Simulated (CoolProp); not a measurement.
Vapour-liquid equilibrium of acetone (1) + cyclohexane (2) at 0.526 MPa; x and y are mole fractions of (1).

Computed with CoolProp (multi-fluid Helmholtz-energy mixture model, Lemmon 2006 and Zhou 2014; pair parameters Bell 2016).

```
x     bubble temperature, mixture model (°C)  bubble temperature, Raoult's law (°C)  y, mixture model  y, Raoult's law
----  --------------------------------------  -------------------------------------  ----------------  ---------------
0.05                                   137.5                                  145.0             0.204            0.098
0.15                                   126.1                                  140.3               ___            0.268
0.25                                   120.4                                  136.1             0.517            0.409
0.35                                   117.2                                  132.3               ___            0.529
0.45                                     ___                                  128.8             0.624            0.631
0.55                                   113.9                                  125.7             0.667            0.719
0.65                                   112.9                                  122.7             0.713            0.795
0.75                                   112.4                                  120.0             0.767            0.863
0.85                                   112.4                                  117.5               ___            0.923
0.95                                     ___                                  115.1               ___            0.976
```

Task: Complete the blanks.

Result: 
- 0.15, y, mixture model: 0.415
- 0.35, y, mixture model: 0.578
- 0.45, bubble temperature, mixture model (°C): 115.3
- 0.85, y, mixture model: 0.839
- 0.95, bubble temperature, mixture model (°C): 113.2
- 0.95, y, mixture model: 0.936

The largest gap from Raoult's law is -15.7 K in bubble temperature, at x = 0.25. y crosses x between x = 0.75 and 0.85: the model has an azeotrope there.

The pair parameters rest on a limited set of measurements; away from them the model extrapolates.
